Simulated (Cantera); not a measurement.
Charge: 1 mol SiHCl3, 1.7 mol CH4, 3 mol H2, at 52.0 mbar.

These are equilibrium values from Cantera (NASA tables, ideal gas, pure condensed phases), not measurements of a reactor. Candidate condensed phases: C, C6H6, C7H8, C8H18, Si, SiC; 109 gas species. The tables' values for SiCl, SiCl3 are old estimates; treat these amounts as uncertain. Gases not in the tables: Si2H6 and higher silanes. The numbers say what is thermodynamically allowed, not how fast it happens.

x: gas mole fraction; n: condensed amount in mol.

```csv
T (K),x H2,x HCl,x H,x Si,x SiCl2,x Cl,x SiC2,n C(graphite),n SiC(s)
2048,0.658,0.308,0.00797,9.48e-5,0.0214,0.00276,4.88e-6,0.874,0.814
2098,0.657,0.303,0.0109,0.000194,0.0232,0.00371,1.24e-5,0.888,0.796
2148,0.656,0.297,0.0148,0.000386,0.0250,0.00491,3.03e-5,0.901,0.777
2198,0.653,0.291,0.0197,0.000742,0.0267,0.00639,7.07e-5,0.915,0.755
2248,0.649,0.284,0.0259,0.00138,0.0283,0.00821,0.000159,0.929,0.730
2298,0.643,0.276,0.0337,0.00251,0.0297,0.0104,0.000345,0.947,0.698
2348,0.634,0.267,0.0431,0.00445,0.0309,0.0130,0.000722,0.969,0.653
2398,0.622,0.257,0.0545,0.00768,0.0317,0.0160,0.00147,1.00,[?]
2448,0.607,0.245,0.0680,0.0130,0.0322,0.0195,0.00289,1.05,[?]
2498,0.585,0.231,0.0836,0.0214,0.0322,0.0234,0.00553,1.13,[?]
2548,0.556,0.215,0.101,0.0347,0.0315,0.0275,0.0103,1.25,[?]
```

### Question
Complete the blanks.

### Answer

- 2398, n SiC(s): 0.588
- 2448, n SiC(s): 0.488
- 2498, n SiC(s): 0.326
- 2548, n SiC(s): 0.0586
